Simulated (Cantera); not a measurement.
Cantera run:

```python
import numpy as np
import cantera as ct

gas_names = [...]  # 123 gases of nasa_gas.yaml made of C, H, O, Si
cond_names = """
    C(gr) C6H6(L) C7H8(L) C8H18(L),n-octa H2O(s) H2O(L) Si(cr) Si(L) SiC(b) SiO2(Lqz) SiO2(hqz) SiO2(L)
""".split()


# ... load() reads the species with a 1 bar reference pressure and builds the phases ...
atoms = {
    'Si': {'Si': 1},
    'CO2': {'C': 1, 'O': 2},
    'H2': {'H': 2},
}
top_T = {'C(gr)': 4500, 'SiC(b)': 3050}  # K; cautious upper limits of use, not melting points


# ... equilibrate(T, P, feed) seeds the gas with the atoms and calls Mixture.equilibrate('TP', solver="vcs", rtol=1e-11, max_steps=5000) ...
results = []
T = 1848.15  # K
P = 420000  # Pa
for m in [0.15, 0.22, 0.35, 0.53, 0.82, 1.3, 1.9, 3, 4.6]:
    feed = {'Si': 1, 'CO2': m, 'H2': 1.3}  # mol
    mix = equilibrate(T, P, feed)
    results.append((T, P, feed, dict(zip(mix.species_names, mix.species_moles))))

top = {s: max(r[3][s] / sum(r[3][g] for g in gas_names) for r in results) for s in gas_names}
cols = sorted((s for s in top if top[s] > 1e-05), key=lambda s: -top[s])[:5]
seen = [c for c in cond_names if any(r[3].get(c, 0) > 1e-12 for r in results)]
print("log10 of partial pressures in bar; condensed amounts in mol")
print(f"{'n(CO2)':>10s}" + "".join(f"{s[:9]:>10s}" for s in cols + seen))
for T, P, feed, n in results:
    ng = sum(n[g] for g in gas_names)
    print(f"{feed['CO2']:10.4g}" + "".join(f"{np.log10(max(n[s] / ng * P / 1e5, 1e-99)):10.3f}" for s in cols)
          + "".join(f"{n.get(c, 0):10.4g}" for c in seen))
```

It prints:

```
log10 of partial pressures in bar; condensed amounts in mol
    n(CO2)        H2        CO       CO2       H2O       SiO     C(gr)     Si(L)    SiC(b)   SiO2(L)
      0.15     0.614    -1.997    -6.719    -3.504    -1.144         0    0.6935    0.1467     0.137
      0.22     0.614    -1.997    -6.719    -3.504    -1.144         0    0.5535    0.2167     0.207
      0.35     0.614    -1.997    -6.719    -3.504    -1.144         0    0.2935    0.3467     0.337
      0.53     0.606    -0.876    -5.224    -3.139    -1.518         0         0    0.4866    0.5036
      0.82     0.497     0.015    -4.035    -2.950    -1.815         0         0    0.3907     0.603
       1.3     0.360     0.276    -3.687    -3.000    -1.902         0         0    0.2303    0.7626
       1.9     0.243     0.387    -3.475    -3.016    -2.003   0.09141         0         0    0.9926
         3    -0.132     0.395    -0.351    -0.275    -5.119         0         0         0         1
       4.6    -0.556     0.316     0.080    -0.189    -5.629         0         0         0         1
```

Method: chemical equilibrium by Gibbs-energy minimisation in Cantera with the NASA 1993 tables (ideal gas, pure condensed phases). Each liquid is taken as pure. Mutual solubility and eutectic melting of coexisting phases are not modelled. The tables hold silica as quartz up to 1696 K and as liquid above; real silica turns to tridymite and cristobalite and melts near 1996 K. Gases not in the tables: Si(OH)4, Si2H6 and higher silanes.
